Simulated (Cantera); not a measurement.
Cantera run:

```python
import numpy as np
import cantera as ct

gas_names = """
    B BN BO BO2 B2 B2O B2O2 B2O3 N NO NO2 NO3 N2 N2O O O2 O3
""".split()
cond_names = """
    B(b) B(L) BN(s) B2O3(L)
""".split()


def load(file, names, dense=False):
    # The tables refer to 1 bar. Condensed volumes are neglected.
    table = {s.name: s for s in ct.Species.list_from_file(file)}
    out = []
    for n in names:
        d = dict(table[n].input_data)
        d["thermo"] = dict(d["thermo"], **{"reference-pressure": 1e5})
        if dense:
            d["equation-of-state"] = {"model": "constant-volume", "density": "1e6 g/cm^3"}
        out.append(ct.Species.from_dict(d))
    return out


gas = ct.Solution(thermo="ideal-gas", species=load("nasa_gas.yaml", gas_names))
cond = {s.name: ct.Solution(thermo="fixed-stoichiometry", species=[s], name=s.name)
        for s in load("nasa_condensed.yaml", cond_names, dense=True)}
atoms = {
    'BN': {'B': 1, 'N': 1},
    'O2': {'O': 2},
}
top_T = {'BN(s)': 3200}  # K; cautious upper limits of use, not melting points


def equilibrate(T, P, feed):
    n = {}
    for name, mol in feed.items():
        for a, k in atoms[name].items():
            n[a] = n.get(a, 0.0) + k * mol
    gas.TPX = T, P, n
    mass = sum(n.values()) * gas.mean_molecular_weight
    gas.equilibrate("TP")
    valid = [c for c in cond.values() if c.min_temp <= T <= top_T.get(c.name, c.max_temp)]
    mix = ct.Mixture([(gas, mass / gas.mean_molecular_weight)] + [(c, 0.0) for c in valid])
    mix.T, mix.P = T, P
    mix.equilibrate("TP", solver="vcs", rtol=1e-11, max_steps=5000)
    return mix


results = []
T = 900  # K
P = 1.2  # Pa
for m in [0.5, 0.62, 0.77, 0.96, 1.2, 1.5, 1.8, 2.3, 2.9]:
    feed = {'BN': 1, 'O2': m}  # mol
    mix = equilibrate(T, P, feed)
    results.append((T, P, feed, dict(zip(mix.species_names, mix.species_moles))))

top = {s: max(r[3][s] / sum(r[3][g] for g in gas_names) for r in results) for s in gas_names}
cols = sorted((s for s in top if top[s] > 1e-05), key=lambda s: -top[s])[:9]
seen = [c for c in cond_names if any(r[3].get(c, 0) > 1e-12 for r in results)]
print("log10 of partial pressures in bar; condensed amounts in mol")
print(f"{'n(O2)':>10s}" + "".join(f"{s[:9]:>10s}" for s in cols + seen))
for T, P, feed, n in results:
    ng = sum(n[g] for g in gas_names)
    print(f"{feed['O2']:10.4g}" + "".join(f"{np.log10(max(n[s] / ng * P / 1e5, 1e-99)):10.3f}" for s in cols)
          + "".join(f"{n.get(c, 0):10.4g}" for c in seen))
```

It prints:

```
log10 of partial pressures in bar; condensed amounts in mol
     n(O2)        N2        O2        NO     BN(s)   B2O3(L)
       0.5    -4.921   -30.271   -22.240    0.3333    0.3333
      0.62    -4.921   -30.271   -22.240    0.1733    0.4133
      0.77    -4.938    -6.336   -10.281         0       0.5
      0.96    -5.073    -5.450    -9.906         0       0.5
       1.2    -5.200    -5.245    -9.867         0       0.5
       1.5    -5.319    -5.143    -9.875         0       0.5
       1.8    -5.412    -5.090    -9.896         0       0.5
       2.3    -5.534    -5.042    -9.933         0       0.5
       2.9    -5.645    -5.012    -9.973         0       0.5
```

Cantera equilibrium calculation (NASA polynomials, part measured and part estimated; ideal gas, pure solids and liquids).
